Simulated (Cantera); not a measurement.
Feed: 1 mol Pb, 0.38 mol CO, 11 mol H₂, at 677 °C and 975 Torr.

Method: chemical equilibrium by Gibbs-energy minimisation in Cantera with the NASA 1993 tables (ideal gas, pure condensed phases). Candidate condensed phases: C, C₆H₆, C₇H₈, C₈H₁₈, H₂O, Pb, PbO, PbO₂, Pb₃O₄; 113 gas species. The numbers say what is thermodynamically allowed, not how fast it happens.

Task: What is the equilibrium state?

Result: 
```json
{
 "x(H₂)": "0.934",
 "x(CH₄)": "0.0308",
 "x(H₂O)": "0.0306",
 "x(CO)": "0.00437",
 "x(CO₂)": "0.000256",
 "x(Pb)": "3.87e-6",
 "n(Pb(l))": "1.000 mol",
 "gas_amount": "10.72 mol",
 "log10 activity of C(graphite) (absent)": "-0.79",
 "log10 activity of PbO₂(s) (absent)": "-19.61"
}
```
